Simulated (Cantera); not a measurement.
An adiabatic, constant-pressure homogeneous reactor starts with H2 : O2 : N2 = 1 : 1.32 : 4.95 (molar parts), equivalence ratio 0.38, at 1373 K and 29.0 bar. Integrator tolerance rtol = 1e-08.

Detailed kinetics in Cantera: the H2/O2 subset of GRI-Mech 3.0, which has no nitrogen chemistry. The hydrogen kinetics of GRI-Mech 3.0 are dated; newer H2 mechanisms differ, most at raised pressure. The pressure lies above the range GRI-Mech 3.0 was tuned for (to about 10 atm).

Question: What does this change do: 0.02 parts H2O added?

Answer: 
| quantity | before | after |
|---|---|---|
| time of steepest temperature rise | 6.10 µs | 6.71 µs |
| temperature at 0.300 s | 2324 K | 2321 K |
| equilibrium temperature | 2324 K | 2321 K |
| x(H2) at 0.300 s | 0.000187 (gas-phase equilibrium 0.000187) | 0.000187 (gas-phase equilibrium 0.000187) |
| x(O2) at 0.300 s | 0.120 (gas-phase equilibrium 0.120) | 0.120 (gas-phase equilibrium 0.120) |
| x(H) at 0.300 s | 2.80e-5 (gas-phase equilibrium 2.80e-5) | 2.75e-5 (gas-phase equilibrium 2.75e-5) |
| x(HO2) at 0.300 s | 1.61e-5 (gas-phase equilibrium 1.61e-5) | 1.60e-5 (gas-phase equilibrium 1.60e-5) |
| x(H2O) at 0.300 s | 0.146 (gas-phase equilibrium 0.146) | 0.148 (gas-phase equilibrium 0.148) |
| x(O) at 0.300 s | 0.000369 (gas-phase equilibrium 0.000369) | 0.000361 (gas-phase equilibrium 0.000361) |
| x(OH) at 0.300 s | 0.00363 (gas-phase equilibrium 0.00363) | 0.00361 (gas-phase equilibrium 0.00361) |

Question: What does this change do: O2 1.32 to 0.52 parts?

Answer: 
```csv
quantity,before,after
time of steepest temperature rise,6.10 µs,7.44 µs
temperature at 0.300 s,2324 K,2440 K
equilibrium temperature,2324 K,2440 K
x(H2) at 0.300 s,0.000187 (gas-phase equilibrium 0.000187),0.00219 (gas-phase equilibrium 0.00219)
x(O2) at 0.300 s,0.120 (gas-phase equilibrium 0.120),0.00381 (gas-phase equilibrium 0.00381)
x(H) at 0.300 s,2.80e-5 (gas-phase equilibrium 2.80e-5),0.000168 (gas-phase equilibrium 0.000168)
x(HO2) at 0.300 s,1.61e-5 (gas-phase equilibrium 1.61e-5),1.79e-6 (gas-phase equilibrium 1.79e-6)
x(H2O) at 0.300 s,0.146 (gas-phase equilibrium 0.146),0.164 (gas-phase equilibrium 0.164)
x(O) at 0.300 s,0.000369 (gas-phase equilibrium 0.000369),0.000123 (gas-phase equilibrium 0.000123)
x(OH) at 0.300 s,0.00363 (gas-phase equilibrium 0.00363),0.00242 (gas-phase equilibrium 0.00242)
```
